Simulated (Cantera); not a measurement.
What does this Cantera script print?

```python
import numpy as np
import cantera as ct

gas_names = """
    CL CLO CL2 N NO NO2 NO3 N2 N2O O O2 O3 Si SiCL SiCL2 SiCL3 SiCL4 SiN SiO SiO2 Si2 Si2N Si3
""".split()
cond_names = """
    Si(cr) Si(L) SiO2(Lqz) SiO2(hqz) SiO2(L) Si2N2O(s) Si3N4(a)
""".split()


# ... load() reads the species with a 1 bar reference pressure and builds the phases ...
atoms = {
    'SiCl4': {'Si': 1, 'CL': 4},
    'NO': {'N': 1, 'O': 1},
    'N2': {'N': 2},
}
top_T = {'Si2N2O(s)': 2100, 'Si3N4(a)': 2400}  # K; cautious upper limits of use, not melting points


# ... equilibrate(T, P, feed) seeds the gas with the atoms and calls Mixture.equilibrate('TP', solver="vcs", rtol=1e-11, max_steps=5000) ...
results = []
feed = {'SiCl4': 1, 'NO': 4.4, 'N2': 29}  # mol
T = 1000  # K
P = 18  # Pa
mix = equilibrate(T, P, feed)
results.append((T, P, feed, dict(zip(mix.species_names, mix.species_moles))))
x = sorted(zip(gas.X, gas.species_names), reverse=True)
print(f"T = {T:g} K  P = {P:g} Pa  gas = {mix.phase_moles(0):.4g} mol")
print("   x: " + "  ".join(f"{s} {v:.3e}" for v, s in x if v > 0.001))
print("   condensed (mol): " + ("  ".join(f"{mix.phase(i).name} {mix.phase_moles(i):.4g}"
      for i in range(1, mix.n_phases) if mix.phase_moles(i) > 1e-12) or "none"))
```

Result:

```
T = 1000 K  P = 18 Pa  gas = 34.52 mol
   x: N2 9.039e-01  CL2 5.456e-02  O2 3.476e-02  CL 6.763e-03
   condensed (mol): SiO2(hqz) 1
```

Equilibrium computed with Cantera from the NASA thermochemical tables; the gas is ideal and each condensed phase is pure.
